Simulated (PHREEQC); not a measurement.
A made-up water analysis in mg/L, 50 °C, pH 6.1, pe 2.6:

```json
[
 {"constituent": "Na", "mg/L": "0.888"},
 {"constituent": "K", "mg/L": "0.0656"},
 {"constituent": "Ca", "mg/L": "0.332"},
 {"constituent": "Mg", "mg/L": "0.18"},
 {"constituent": "Cl", "mg/L": "0.316"},
 {"constituent": "S(6) as SO4", "mg/L": "0.46"},
 {"constituent": "Alkalinity as HCO3", "mg/L": "3.21"},
 {"constituent": "B", "mg/L": "0.000156"}
]
```

Valence states are taken as typed.

Equilibrium calculation in PHREEQC: ion-association model, phreeqc.dat.

No solid was allowed to form.

**Question.** Predict the charge-balance error.

**Answer.** charge-balance error 0.4 %.

**Question.** In which forms is C present?

**Answer.** CO2 60 %, HCO3- 40 % of the C.

At this temperature some constants are extrapolated from 25 °C, and those without enthalpy data are left unchanged.
